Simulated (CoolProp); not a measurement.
Vapour-liquid equilibrium of nitrogen (1) + methane (2) at 0.416 MPa; x and y are mole fractions of (1).

Computed with CoolProp (multi-fluid Helmholtz-energy mixture model, Span 2000 and Setzmann 1991; pair parameters Kunz 2012).

| x | bubble temperature (K) | y at the bubble point | dew temperature at overall composition x (K) | liquid density (mol/L) |
|---|---|---|---|---|
| 0.05 | 122.9 | 0.431 | 131.2 | 25.12 |
| 0.15 | 111.2 | 0.771 | 129.3 | 26.02 |
| 0.25 | 105.2 | 0.874 | 127.2 | 26.41 |
| 0.35 | 101.6 | 0.917 | 124.9 | 26.58 |
| 0.45 | 99.2 | 0.940 | 122.4 | 26.63 |
| 0.55 | 97.5 | 0.955 | 119.6 | 26.62 |
| 0.65 | 96.1 | 0.966 | 116.3 | 26.57 |
| 0.75 | 94.8 | 0.976 | 112.2 | 26.50 |
| 0.85 | 93.6 | 0.986 | 106.8 | 26.41 |
| 0.95 | 92.3 | 0.995 | 98.1 | 26.32 |

No azeotrope shows between x = 0.05 and 0.95.

The pair parameters rest on a limited set of measurements; away from them the model extrapolates.
